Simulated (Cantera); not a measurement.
A Cantera script and its output.

```python
import numpy as np
import cantera as ct

gas = ct.Solution("gri30.yaml")
gas.TPX = 1475, 270, {'CH4': 1, 'N2': 200}
reactor = ct.IdealGasConstPressureReactor(gas, energy="off", clone=False)
net = ct.ReactorNet([reactor])
net.rtol, net.atol = 1e-08, 1e-18
show = ['CH4', 'C2H4', 'C2H2', 'C2H', 'HCN']
times = np.geomspace(1e-06, 100, 12)

steps = ct.SolutionArray(gas, extra=["t"])
rows = []
print(f"{'t/s':>10s}{'T/K':>9s}{'P/Pa':>11s}" + "".join(f"{s:>11s}" for s in show))
for t in times:
    while net.time < t:
        t_next = net.step()
        steps.append(gas.state, t=t_next)
    rows.append([np.interp(t, steps.t, y) for y in (steps.T, steps.P, *steps(*show).X.T)])
    print(f"{t:10.3e}{rows[-1][0]:9.1f}{rows[-1][1]:11.4g}" + "".join(f"{x:11.3e}" for x in rows[-1][2:]))
rate = np.gradient(steps.T, steps.t)
print("integrator steps:", len(steps.t))
if steps.T.max() > steps.T[0] + 200:
    print(f"time of steepest temperature rise: {steps.t[rate.argmax()]:.4e} s")
gas.TPX = 1475, 270, {'CH4': 1, 'N2': 200}
gas.equilibrate("TP")
print(f"equilibrium (TP): T = {gas.T:.1f} K  " + "  ".join(f"{s} {gas[s].X[0]:.3e}" for s in show))
```

Output:

```
       t/s      T/K       P/Pa        CH4       C2H4       C2H2        C2H        HCN
 1.000e-06   1475.0        270  4.975e-03  1.887e-26  1.007e-33  1.243e-47  1.254e-28
 5.337e-06   1475.0        270  4.975e-03  3.046e-24  1.042e-30  1.051e-43  2.014e-26
 2.848e-05   1475.0        270  4.975e-03  3.725e-22  5.117e-28  3.204e-40  2.417e-24
 1.520e-04   1475.0        270  4.975e-03  5.054e-20  3.379e-25  3.474e-36  2.950e-22
 8.111e-04   1475.0        270  4.975e-03  7.216e-18  2.349e-22  4.696e-32  2.229e-20
 4.329e-03   1475.0        270  4.975e-03  2.108e-15  3.311e-19  1.208e-27  1.021e-18
 2.310e-02   1475.0        270  4.975e-03  6.933e-13  6.028e-16  2.004e-23  4.192e-17
 1.233e-01   1475.0        270  4.974e-03  1.363e-10  6.788e-13  1.296e-19  1.456e-15
 6.579e-01   1475.0        270  4.972e-03  2.121e-08  5.773e-10  5.869e-16  7.041e-14
 3.511e+00   1475.0        270  4.950e-03  2.875e-06  4.461e-07  1.416e-12  6.188e-12
 1.874e+01   1475.0        270  4.238e-03  1.302e-04  2.039e-04  3.833e-10  7.546e-09
 1.000e+02   1475.0        270  1.326e-03  1.671e-05  1.785e-03  3.060e-09  4.404e-07
integrator steps: 726
equilibrium (TP): T = 1475.0 K  CH4 1.899e-08  C2H4 7.121e-10  C2H2 9.786e-05  C2H 4.593e-10  HCN 4.755e-03
```

Computed with Cantera and GRI-Mech 3.0 (53 species, 325 reactions). GRI-Mech 3.0 stops at C3 and has no aromatics, soot or wall deposition, so with more carbon than oxygen in the feed, carbon stays in small species such as C2H2 where larger ones or solid carbon would form. Radical loss at walls, strong at low pressure, is not modelled.
